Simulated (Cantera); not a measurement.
Input (Python, Cantera):

```python
import numpy as np
import cantera as ct

gas = ct.Solution("SiF4_NH3_mec.yaml", "gas")
gas.TPX = 1600, 62000, {'NH3': 1, 'N2': 0.3}
inlet = ct.Reservoir(gas, clone=True)

reactor = ct.IdealGasConstPressureReactor(gas, energy="off", clone=False)
exhaust = ct.Reservoir(gas, clone=True)
tau = [4.4, 2.2, 1.1, 0.54, 0.27, 0.13, 0.065, 0.032, 0.016, 0.0079, 0.0039][0]
for a, b in ((inlet, reactor), (reactor, exhaust)):
    ct.MassFlowController(a, b, mdot=lambda t: reactor.mass / tau)
net = ct.ReactorNet([reactor])
show = ['NH3', 'H2', 'N', 'N2H4', 'NH2']

rows = []
print(f"{'tau/s':>10s}{'T/K':>9s}" + "".join(f"{s:>11s}" for s in show))
for tau in [4.4, 2.2, 1.1, 0.54, 0.27, 0.13, 0.065, 0.032, 0.016, 0.0079, 0.0039]:
    net.initial_time = 0.0
    net.advance(30 * tau)
    before = gas.X
    net.advance(40 * tau)
    drift = np.max(np.abs(gas.X - before) / (gas.X + 1e-9))
    rows.append([gas.T, *gas[show].X, drift])
    print(f"{tau:10.3e}{gas.T:9.1f}" + "".join(f"{x:11.3e}" for x in gas[show].X))
```

It prints:

```
     tau/s      T/K        NH3         H2          N       N2H4        NH2
 4.400e+00   1600.0  5.125e-01  2.176e-01  7.052e-09  8.327e-08  6.923e-05
 2.200e+00   1600.0  6.060e-01  1.383e-01  6.660e-09  1.080e-07  7.884e-05
 1.100e+00   1600.0  6.744e-01  8.035e-02  5.715e-09  1.281e-07  8.585e-05
 5.400e-01   1600.0  7.185e-01  4.299e-02  4.292e-09  1.429e-07  9.068e-05
 2.700e-01   1600.0  7.427e-01  2.242e-02  2.818e-09  1.526e-07  9.370e-05
 1.300e-01   1600.0  7.562e-01  1.099e-02  1.586e-09  1.585e-07  9.551e-05
 6.500e-02   1600.0  7.627e-01  5.491e-03  8.502e-10  1.603e-07  9.605e-05
 3.200e-02   1600.0  7.660e-01  2.657e-03  4.325e-10  1.579e-07  9.532e-05
 1.600e-02   1600.0  7.677e-01  1.274e-03  2.198e-10  1.498e-07  9.285e-05
 7.900e-03   1600.0  7.685e-01  5.756e-04  1.092e-10  1.327e-07  8.739e-05
 3.900e-03   1600.0  7.689e-01  2.384e-04  5.274e-11  1.025e-07  7.682e-05
```

Model: the gas-phase N/H chemistry of the illustrative SiF4/NH3 mechanism in the Surface Chemkin manual (1991), integrated in Cantera. Walls and surfaces, which speed up NH3 decomposition in real reactors, are not modelled.
